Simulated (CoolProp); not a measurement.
A simple Rankine cycle with water: condensing at 291.15 K, boiler at 0.0499 MPa, turbine inlet 359.4 K, turbine efficiency 0.6, pump efficiency 0.6, no recuperator. Each further row changes one setting.

Model: reference Helmholtz-energy equation of state, Wagner 2002, in CoolProp.

```tsv
case	thermal efficiency (%)	net work (kJ/kg)	heat in (kJ/kg)	turbine exit temperature (K)	volume ratio over the turbine
as stated	10.2	[?]	2580	291.1	18.6
turbine inlet 379.4 K	10.2	268	2620	291.1	17.8
condensing temperature 283.15 K	11.4	[?]	[?]	283.2	30.2
boiler pressure 0.0349 MPa	9.1	235	2580	291.1	[?]
turbine efficiency 0.5	8.5	[?]	2580	291.1	[?]
```

Question: What belongs in the gaps?

Answer: 
- as stated, net work (kJ/kg): 263
- condensing temperature 283.15 K, net work (kJ/kg): 299
- condensing temperature 283.15 K, heat in (kJ/kg): 2610
- boiler pressure 0.0349 MPa, volume ratio over the turbine: 13.1
- turbine efficiency 0.5, net work (kJ/kg): 219
- turbine efficiency 0.5, volume ratio over the turbine: 18.9

The expansion ends wet for: as stated; turbine inlet 379.4 K; condensing temperature 283.15 K; boiler pressure 0.0349 MPa; turbine efficiency 0.5.
